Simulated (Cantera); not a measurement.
Feed: 1 mol MgO, 0.69 mol HCl, 0.19 mol H₂, equilibrated at 750000 Pa.

These are equilibrium values from Cantera (NASA tables, ideal gas, pure condensed phases), not measurements of a reactor. Candidate condensed phases: H₂O, Mg, MgCl₂, MgO, Mg(OH)₂; 22 gas species. Condensed phases not in the tables: MgOHCl. The numbers say what is thermodynamically allowed, not how fast it happens. All values below are at 627 °C.

Base state: HCl 0.379, H₂O 0.333, H₂ 0.288 (mole fractions); condensed: MgCl₂(s) + MgO(s).

Q: What changes in the equilibrium state with this change: H₂ from 0.19 to 1.2 mol?

A: 
| species | before | after |
|---|---|---|
| H₂ | 0.288 | 0.697 |
| HCl | 0.379 | 0.205 |
| H₂O | 0.333 | 0.0977 |
| MgCl₂(s), mol | 0.220 | 0.168 |
| MgO(s), mol | 0.780 | 0.832 |
